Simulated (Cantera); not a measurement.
An adiabatic, constant-pressure homogeneous reactor starts with 9.01 % C2H4, 18.0 % O2, 67.7 % N2, 5.23 % H2O, equivalence ratio 1.5, at 1125 K and 760 Torr.

Model: GRI-Mech 3.0 (53 species, 325 reactions), integrated in Cantera. GRI-Mech 3.0 was tuned for natural gas; its chemistry of ethylene as a main component is partial and can be far from experiment.

One state of this run: T (K) = 2629; x C2H4 = <1e-12; x O2 = 0.000944; x H2O = 0.150; x CO2 = 0.0497; x H2 = 0.0525. x: mole fraction; the columns are a selection and need not sum to one.

**Question.** Which value of t (s) does it belong to?
(A) 1.12e-5
(B) 2.51e-5
(C) 0.00317
(D) 0.400

**Answer.** D, 0.400
